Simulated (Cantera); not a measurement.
A closed system holds: 1 mol HBr, 0.61 mol O2, held at 550 K.

Method: chemical equilibrium by Gibbs-energy minimisation in Cantera with the NASA 1993 tables (ideal gas, pure condensed phases). Candidate condensed phases: Br2, H2O; 12 gas species. Each liquid is taken as pure. The ideal-gas law is rough above about 30 bar. The numbers say what is thermodynamically allowed, not how fast it happens.

x: gas mole fraction; n: condensed amount in mol.

```json
[
 {"P (Pa)": "10", "x O2": "0.265", "x Br2": "0.368", "x H2O": "0.368", "x HBr": "___", "x Br": "2.39e-5", "n Br2(l)": "0", "n H2O(l)": "0"},
 {"P (Pa)": "120", "x O2": "0.265", "x Br2": "0.368", "x H2O": "0.368", "x HBr": "___", "x Br": "6.90e-6", "n Br2(l)": "0", "n H2O(l)": "0"},
 {"P (Pa)": "1400", "x O2": "0.265", "x Br2": "0.368", "x H2O": "0.368", "x HBr": "___", "x Br": "2.02e-6", "n Br2(l)": "0", "n H2O(l)": "0"},
 {"P (Pa)": "17000", "x O2": "0.265", "x Br2": "0.368", "x H2O": "0.368", "x HBr": "___", "x Br": "5.80e-7", "n Br2(l)": "0", "n H2O(l)": "0"},
 {"P (Pa)": "210000", "x O2": "0.265", "x Br2": "0.368", "x H2O": "0.368", "x HBr": "___", "x Br": "1.65e-7", "n Br2(l)": "0", "n H2O(l)": "0"},
 {"P (Pa)": "2500000", "x O2": "0.265", "x Br2": "0.368", "x H2O": "0.368", "x HBr": "___", "x Br": "4.78e-8", "n Br2(l)": "0", "n H2O(l)": "0"},
 {"P (Pa)": "30000000", "x O2": "0.698", "x Br2": "0.140", "x H2O": "0.162", "x HBr": "___", "x Br": "8.51e-9", "n Br2(l)": "0.428", "n H2O(l)": "0.416"}
]
```

**Question.** Some entries are withheld; supply them.

**Answer.** 
- 10, x HBr: 7.61e-5
- 120, x HBr: 4.09e-5
- 1400, x HBr: 2.21e-5
- 17000, x HBr: 1.19e-5
- 210000, x HBr: 6.33e-6
- 2500000, x HBr: 3.41e-6
- 30000000, x HBr: 5.88e-7
